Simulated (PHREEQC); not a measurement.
Solution (20 °C): 0.0017 mol Na2S and 5.7e-05 mol MnCl2 per kg of water. Closed to the air; pH follows from the charge balance.

All values are PHREEQC results (ion-association model, wateq4f.dat), not measurements.

Each row changes one thing in this solution. Precipitation was switched off in this run.

```csv
case,pH,ionic strength (mol/kgw)
as made,11.35,0.00352
MnCl2 left out,11.36,0.00344
Na2S from 0.0017 to 0.00034 mol/kgw,10.65,0.000806
MnCl2 from 5.7e-05 to 0.00057 mol/kgw,11.23,0.00432
Na2S left out,7.06,0.000171
temperature from 20 to 25 °C,11.18,0.00352
MnCl2 replaced by BaCl2 at the same molality,11.36,0.00361
temperature from 20 to 30 °C,11.02,0.00352
```

Complexes and solids missing from the database can't appear. Some of these states are supersaturated (in Pyrochroite, MnS(Green), for instance). The polysulfide entries of wateq4f.dat were taken out for this run.
